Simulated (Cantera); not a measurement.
Thermodynamics of roasting and sulfation, feed Fe2O3 + H2S + CO2

Feed: 1 mol Fe2O3, a varied amount of H2S, 1.3 mol CO2, equilibrated at 1223.15 K and 1330 Pa.

Method: chemical equilibrium by Gibbs-energy minimisation in Cantera with the NASA 1993 tables (ideal gas, pure condensed phases). Candidate condensed phases: C, C6H6, C7H8, C8H18, Fe, Fe(CO)5, FeO, Fe(OH)2, Fe(OH)3, FeS, FeSO4, FeS2, Fe2O3, Fe2(SO4)3, Fe3O4, H2O, H2SO4, S; 127 gas species. Metal and sulfide melt together well below either melting point, which pure phases cannot show. Mutual solubility and eutectic melting of coexisting phases are not modelled. The tables' stoichiometric FeO is somewhat more stable than real wüstite, so its field is too wide. FeO, FeS: taken at fixed stoichiometry. Gases not in the tables: S3 to S7. Equilibrium is a limit: real reactors are often held back by kinetics, nucleation or transport.

| n(H2S) (mol) | x CO2 | x H2O | x SO2 | x CO | x S2 | x H2 | x H2S | n FeO(s) | n Fe3O4(s) | n FeS(s) |
|---|---|---|---|---|---|---|---|---|---|---|
| 0.35 | 0.628 | 0.170 | 0.142 | 0.0339 | 0.0163 | 0.00629 | 0.00174 | 1.48 | 0.172 | 0 |
| 0.54 | 0.548 | 0.228 | 0.143 | 0.0347 | 0.0312 | 0.00991 | 0.00380 | 1.93 | 0 | 0.0696 |
| 0.73 | 0.503 | 0.284 | 0.132 | 0.0327 | 0.0297 | 0.0126 | 0.00472 | 1.75 | 0 | 0.250 |
| 0.92 | 0.465 | 0.331 | 0.123 | 0.0310 | 0.0283 | 0.0151 | 0.00550 | 1.57 | 0 | 0.431 |
| 1.1 | 0.434 | 0.369 | 0.116 | 0.0295 | 0.0271 | 0.0172 | 0.00614 | 1.40 | 0 | 0.602 |
| 1.3 | 0.404 | 0.406 | 0.109 | 0.0280 | 0.0260 | 0.0193 | 0.00675 | 1.21 | 0 | 0.792 |
| 1.5 | 0.378 | 0.438 | 0.102 | 0.0267 | 0.0250 | 0.0212 | 0.00729 | 1.02 | 0 | 0.982 |
| 1.7 | 0.355 | 0.467 | 0.0971 | 0.0256 | 0.0241 | 0.0230 | 0.00776 | 0.828 | 0 | 1.17 |
| 1.9 | 0.334 | 0.492 | 0.0923 | 0.0245 | 0.0234 | 0.0247 | 0.00818 | 0.638 | 0 | 1.36 |
| 2.1 | 0.316 | 0.514 | 0.0881 | 0.0235 | 0.0226 | 0.0262 | 0.00855 | 0.448 | 0 | 1.55 |
| 2.2 | 0.308 | 0.524 | 0.0861 | 0.0231 | 0.0223 | 0.0269 | 0.00872 | 0.353 | 0 | 1.65 |
| 2.4 | 0.292 | 0.543 | 0.0825 | 0.0222 | 0.0217 | 0.0283 | 0.00903 | 0.163 | 0 | 1.84 |
x: gas mole fraction; n: condensed amount in mol.

At 0.35 mol H2S the condensed part is FeO(s) + Fe3O4(s). From 0.54 mol H2S to 2.4 mol H2S the condensed part is FeO(s) + FeS(s). The main Fe-bearing gas is Fe(OH)2 throughout.
